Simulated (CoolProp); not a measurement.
Vapour-liquid equilibrium of carbon dioxide (1) + CH2F2 (R32) (2) at 240.3 K; x and y are mole fractions of (1).

Values from CoolProp's multi-fluid Helmholtz-energy mixture model, Span 1996 and Tillner-Roth 1997; pair parameters Bell 2016.

Problem. Give the bubble pressure and the first vapour's composition at x = 0.5, 0.65, 0.725. Is there an azeotrope?

Solution. x = 0.5: 0.7732 MPa, y = 0.817; x = 0.65: 0.9270 MPa, y = 0.886; x = 0.725: 1.004 MPa, y = 0.914. No azeotrope shows between x = 0.05 and 0.95.

Pair parameters are fitted to limited data, so mixtures are less certain than the pure fluids.
